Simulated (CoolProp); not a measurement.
Model: reference Helmholtz-energy equation of state, Setzmann 1991, in CoolProp.

### Question
For methane, give the phase and the density (kg/m³), cv (kJ/(kg K)), isothermal compressibility (1/MPa), expansivity (1/kK) at 169.2 K and 5530 kPa; 367.6 K and 5530 kPa.

### Answer
- 169.2 K and 5530 kPa: liquid; density 328, cv 1.89, isothermal compressibility 0.0114, expansivity 7.39
- 367.6 K and 5530 kPa: supercritical; density 30.1, cv 1.93, isothermal compressibility 0.186, expansivity 3.24
